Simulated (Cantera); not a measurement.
Input (Python, Cantera):

```python
import numpy as np
import cantera as ct

gas = ct.Solution("gri30.yaml")
gas.TP = 300, 59000
flame = ct.CounterflowDiffusionFlame(gas, width=0.02)
flame.fuel_inlet.X, flame.fuel_inlet.T = {'CH4': 1}, 325
flame.oxidizer_inlet.X, flame.oxidizer_inlet.T = {'O2': 0.23, 'N2': 0.77}, 300
flame.set_refine_criteria(ratio=3, slope=0.12, curve=0.24, prune=0.03)
show = ['OH', 'H', 'NO', 'CO', 'C2H2']

rows = []
print(f"{'mdot':>8s}{'a_max':>10s}{'a_mean':>10s}{'Tmax/K':>9s}" + "".join(f"{s:>11s}" for s in show) + "   (peak mole fractions)")
for i, mdot in enumerate([0.15, 0.2, 0.27, 0.37, 0.5, 0.68, 0.93]):  # kg/m2/s on the oxidiser side
    flame.oxidizer_inlet.mdot, flame.fuel_inlet.mdot = mdot, 0.67 * mdot
    flame.solve(loglevel=0, auto=(i == 0))
    if flame.T.max() < max(325, 300) + 100:
        print(f"{mdot:8.3g}  no burning solution found from the previous one")
        break
    dT = np.abs(np.gradient(flame.T, flame.grid))
    rows.append([flame.strain_rate("max"), flame.strain_rate("mean"), flame.T.max(),
                 *(flame.X[gas.species_index(s)].max() for s in show), max(dT[0], dT[-1]) / dT.max()])
    print(f"{mdot:8.3g}{rows[-1][0]:10.1f}{rows[-1][1]:10.1f}{rows[-1][2]:9.1f}" + "".join(f"{x:11.3e}" for x in rows[-1][3:-1]))
```

It prints:

```
    mdot     a_max    a_mean   Tmax/K         OH          H         NO         CO       C2H2   (peak mole fractions)
    0.15     174.3      25.3   2072.4  8.667e-03  5.413e-03  2.396e-04  5.951e-02  1.286e-02
     0.2     225.3      33.7   2061.4  8.604e-03  5.586e-03  2.223e-04  5.896e-02  1.236e-02
    0.27     293.0      45.5   2049.1  8.478e-03  5.754e-03  2.015e-04  5.841e-02  1.179e-02
    0.37     384.1      62.4   2034.9  8.303e-03  5.915e-03  1.777e-04  5.805e-02  1.117e-02
     0.5     497.3      84.4   2020.8  8.111e-03  6.048e-03  1.537e-04  5.791e-02  1.056e-02
    0.68     645.7     114.7   2001.9  7.796e-03  6.096e-03  1.264e-04  5.780e-02  9.722e-03
    0.93     843.1     156.9   1979.0  7.372e-03  6.056e-03  9.769e-05  5.796e-02  8.671e-03
```

Detailed kinetics in Cantera: GRI-Mech 3.0 (53 species, 325 reactions). GRI-Mech 3.0 has no aromatics or soot, which form on the fuel side of real flames. The maximum strain rate includes the flame's own expansion and is several times the mean.
